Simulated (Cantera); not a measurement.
An adiabatic, constant-pressure homogeneous reactor starts with CO : H₂ : CH₄ : O₂ : N₂ = 1 : 0.52 : 0.093 : 0.946 : 4.54 (molar parts), equivalence ratio 1.0, at 1175 K and 0.987 atm.

Model: GRI-Mech 3.0 (53 species, 325 reactions), integrated in Cantera.

Predict: time of steepest temperature rise; temperature at 0.100 s; equilibrium temperature; x(CO) at 0.100 s; x(H₂) at 0.100 s; x(NO₂) at 0.100 s.


| Item | Value |
|---|---|
| time of steepest temperature rise | 0.129 ms |
| temperature at 0.100 s | 2573 K |
| equilibrium temperature | 2573 K |
| x(CO) at 0.100 s | 0.0467 (gas-phase equilibrium 0.0467) |
| x(H₂) at 0.100 s | 0.00582 (gas-phase equilibrium 0.00582) |
| x(NO₂) at 0.100 s | 1.85e-6 (gas-phase equilibrium 1.85e-6) |
